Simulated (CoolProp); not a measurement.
The fluid at 298.15 K and 1.13 MPa is throttled through a valve to 0.572 MPa with no heat exchange. The same conditions are run with several fluids, on thermodynamics alone (safety and materials aside).

Model: reference Helmholtz-energy equation of state of each fluid (ethane: Bücker 2006; C2F6 (R116): Lemmon 2006; carbon monoxide: Lemmon 2006; ethylene: Smukala 2000; carbon dioxide: Span 1996), in CoolProp.

Q: Rank ethane, C2F6 (R116), carbon monoxide, ethylene, carbon dioxide by temperature change (K), highest first.

A: carbon monoxide (-1.4), C2F6 (R116) (-5.3), ethylene (-6.0), carbon dioxide (-6.3), ethane (-6.6)

| fluid | final density (kg/m³) |
|---|---|
| ethane | 7.45 |
| C2F6 (R116) | 34.7 |
| carbon monoxide | 6.51 |
| ethylene | 6.85 |
| carbon dioxide | 10.7 |
